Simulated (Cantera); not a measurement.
## Ignition delay

Mixture: CH4 : H2 : O2 : N2 : H2O = 1 : 0.036 : 1.83 : 9.36 : 1 (molar parts), equivalence ratio 1.1, at 1.00 bar, adiabatic and at constant volume. Ignition delay is the time to a rise of 400 K.

Model: GRI-Mech 3.0 (53 species, 325 reactions), integrated in Cantera.

| T0 (K) | delay (ms) |
|---|---|
| 1173 | 67.5 |
| 1223 | 36.2 |
| 1273 | 19.6 |
| 1323 | 10.7 |
| 1373 | 5.96 |
| 1423 | 3.38 |
| 1473 | 1.96 |
| 1523 | 1.17 |
| 1573 | 0.724 |
| 1623 | 0.463 |

The apparent activation energy between 1523 and 1623 K is 190 kJ/mol.
